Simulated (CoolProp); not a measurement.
A single-stage vapour-compression cycle with R407C: evaporating at 274.15 K (dew point), condensing at 326.15 K (bubble point), superheat 0 K, subcooling 0 K, compressor efficiency 0.75, no pressure losses. Each further row changes one setting.

Computed with CoolProp (reference Helmholtz-energy equation of state, Lemmon 2003). It is a pseudo-pure fit of the blend.

```csv
case,cooling COP,pressure ratio,discharge temperature (K),refrigerating effect (kJ/kg),volumetric capacity (kJ/m³)
as stated,2.45,4.97,356.3,127,2600
evaporating temperature 279.15 K,2.81,…,353.5,130,3130
condensing temperature 321.15 K,2.82,…,349.9,136,2770
subcooling 5 K,2.62,4.97,356.3,136,…
superheat 10 K,…,4.97,366.8,137,2640
compressor efficiency 0.65,…,4.97,362.9,127,2600
```

Complete the blanks.


- evaporating temperature 279.15 K, pressure ratio: 4.20
- condensing temperature 321.15 K, pressure ratio: 4.44
- subcooling 5 K, volumetric capacity (kJ/m³): 2780
- superheat 10 K, cooling COP: 2.47
- compressor efficiency 0.65, cooling COP: 2.12
